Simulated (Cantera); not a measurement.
**c-C₄F₈ + HCl + H₂ (fluorocarbon and chlorocarbon gases)**

A closed system holds: 1 mol c-C₄F₈, 2 mol HCl, 0.69 mol H₂, equilibrated at 1.00 Torr.

Cantera equilibrium calculation (NASA polynomials, part measured and part estimated; ideal gas, pure solids and liquids). Candidate condensed phases: C, C₆H₆, C₇H₈, C₈H₁₈; 118 gas species. The feed counts by its element totals alone. Condensed phases not in the tables: fluorocarbon polymer. Gases not in the tables: C₂F₆ and larger saturated fluorocarbons. Kinetics and transport are ignored.

From 873 K to 2173 K the condensed part is C(graphite). The main C-bearing gas is CF₄ at 873 K and CF₂ at 2173 K. The share of C in condensed phases is highest at 2173 K (70.6 %) and lowest at 873 K (60.6 %).

```json
[
 {"T (K)": "873", "x HF": "0.336", "x HCl": "0.325", "x CF₄": "0.305", "x Cl": "0.000215", "x F": "2.62e-12", "x CF₂": "5.77e-11", "x Cl₂": "0.0314", "x CClF₃": "0.00277", "n C(graphite)": "2.43"},
 {"T (K)": "973", "x HF": "0.394", "x HCl": "0.256", "x CF₄": "0.283", "x Cl": "0.00175", "x F": "2.25e-10", "x CF₂": "3.07e-9", "x Cl₂": "0.0617", "x CClF₃": "0.00336", "n C(graphite)": "2.51"},
 {"T (K)": "1073", "x HF": "0.447", "x HCl": "0.191", "x CF₄": "0.263", "x Cl": "0.00870", "x F": "8.39e-9", "x CF₂": "7.66e-8", "x Cl₂": "0.0872", "x CClF₃": "0.00351", "n C(graphite)": "2.59"},
 {"T (K)": "1173", "x HF": "0.487", "x HCl": "0.136", "x CF₄": "0.244", "x Cl": "0.0306", "x F": "1.69e-7", "x CF₂": "1.09e-6", "x Cl₂": "0.0992", "x CClF₃": "0.00335", "n C(graphite)": "2.66"},
 {"T (K)": "1273", "x HF": "0.510", "x HCl": "0.0908", "x CF₄": "0.226", "x Cl": "0.0800", "x F": "2.11e-6", "x CF₂": "1.01e-5", "x Cl₂": "0.0908", "x CClF₃": "0.00288", "n C(graphite)": "2.71"},
 {"T (K)": "1373", "x HF": "0.517", "x HCl": "0.0543", "x CF₄": "0.207", "x Cl": "0.157", "x F": "1.82e-5", "x CF₂": "6.69e-5", "x Cl₂": "0.0622", "x CClF₃": "0.00215", "n C(graphite)": "2.76"},
 {"T (K)": "1473", "x HF": "0.516", "x HCl": "0.0283", "x CF₄": "0.192", "x Cl": "0.232", "x F": "0.000117", "x CF₂": "0.000340", "x Cl₂": "0.0304", "x CClF₃": "0.00137", "n C(graphite)": "2.80"},
 {"T (K)": "1573", "x HF": "0.515", "x HCl": "0.0135", "x CF₄": "0.182", "x Cl": "0.275", "x F": "0.000600", "x CF₂": "0.00141", "x Cl₂": "0.0116", "x CClF₃": "0.000795", "n C(graphite)": "2.82"},
 {"T (K)": "1673", "x HF": "0.513", "x HCl": "0.00639", "x CF₄": "0.176", "x Cl": "0.292", "x F": "0.00253", "x CF₂": "0.00494", "x Cl₂": "0.00412", "x CClF₃": "0.000451", "n C(graphite)": "2.82"},
 {"T (K)": "1773", "x HF": "0.509", "x HCl": "0.00317", "x CF₄": "0.165", "x Cl": "0.296", "x F": "0.00900", "x CF₂": "0.0148", "x Cl₂": "0.00152", "x CClF₃": "0.000257", "n C(graphite)": "2.80"},
 {"T (K)": "1873", "x HF": "0.496", "x HCl": "0.00165", "x CF₄": "0.144", "x Cl": "0.291", "x F": "0.0274", "x CF₂": "0.0376", "x Cl₂": "0.000586", "x CClF₃": "0.000141", "n C(graphite)": "2.76"},
 {"T (K)": "1973", "x HF": "0.469", "x HCl": "0.000905", "x CF₄": "0.102", "x Cl": "0.276", "x F": "0.0705", "x CF₂": "0.0779", "x Cl₂": "0.000231", "x CClF₃": "6.76e-5", "n C(graphite)": "2.68"},
 {"T (K)": "2073", "x HF": "0.428", "x HCl": "0.000541", "x CF₄": "0.0477", "x Cl": "0.253", "x F": "0.148", "x CF₂": "0.119", "x Cl₂": "9.12e-5", "x CClF₃": "2.37e-5", "n C(graphite)": "2.65"},
 {"T (K)": "2173", "x HF": "0.391", "x HCl": "0.000403", "x CF₄": "0.0113", "x Cl": "0.231", "x F": "0.241", "x CF₂": "0.121", "x Cl₂": "3.86e-5", "x CClF₃": "5.18e-6", "n C(graphite)": "2.82"}
]
```
x: gas mole fraction; n: condensed amount in mol.
